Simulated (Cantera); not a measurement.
# Hydrocarbon pyrolysis for carbon deposition

An isothermal, constant-pressure homogeneous reactor starts with 35.7 % C2H6, 64.3 % N2, at 1173 K and 24000 Pa.

Model: GRI-Mech 3.0 (53 species, 325 reactions), integrated in Cantera. GRI-Mech 3.0 stops at C3 and has no aromatics, soot or wall deposition, so with more carbon than oxygen in the feed, carbon stays in small species such as C2H2 where larger ones or solid carbon would form.

```
t (s)       x C2H6      x H     x H2   x C2H2     x CH4
--------  --------  -------  -------  -------  --------
5.00e-5      0.357  3.83e-8  1.82e-6   <1e-12   3.17e-6
0.000211     0.357  3.81e-7  8.82e-5  1.47e-9   3.28e-5
0.000891     0.354  1.58e-6  0.00203  8.71e-7  0.000245
0.00376      0.331  2.19e-6   0.0172  6.57e-5   0.00186
0.0159       0.247  2.49e-6   0.0735  0.00102   0.00859
0.0671      0.0729  3.18e-6    0.191  0.00776    0.0277
0.283      0.00446  1.67e-6    0.246   0.0282    0.0404
1.20       0.00219  1.26e-6    0.265   0.0591    0.0462
5.05       0.00165  1.06e-6    0.276   0.0917    0.0618
21.3       0.00130  6.93e-7    0.250   0.0959    0.0949
90.0      0.000922  3.79e-7    0.210   0.0959     0.142
```
x: mole fraction; the columns are a selection and need not sum to one.

Equilibrium at this temperature and pressure: C2H6 0.000285, H 8.78e-8, H2 0.131, C2H2 0.0732, CH4 0.240 (gas phase only).
